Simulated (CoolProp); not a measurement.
Vapour-liquid equilibrium of n-octane (1) + n-dodecane (2) at 385.2 K; x and y are mole fractions of (1).

The numbers come from the multi-fluid Helmholtz-energy mixture model, Beckmüller 2019 and Lemmon 2004; pair parameters Bell 2016 in CoolProp.

| x | bubble pressure (MPa) | y at the bubble point | dew pressure at overall composition x (MPa) | liquid density (mol/L) |
|---|---|---|---|---|
| 0.05 | 0.006340 | 0.472 | 0.003680 | 4.054 |
| 0.2 | 0.01520 | 0.813 | 0.004324 | 4.235 |
| 0.35 | 0.02456 | 0.905 | 0.005242 | 4.430 |
| 0.5 | 0.03436 | 0.948 | 0.006654 | 4.640 |
| 0.65 | 0.04446 | 0.972 | 0.009107 | 4.866 |
| 0.8 | 0.05471 | 0.987 | 0.01443 | 5.109 |
| 0.95 | 0.06496 | 0.997 | 0.03502 | 5.371 |

No azeotrope shows between x = 0.05 and 0.95.

The pair parameters rest on a limited set of measurements; away from them the model extrapolates.
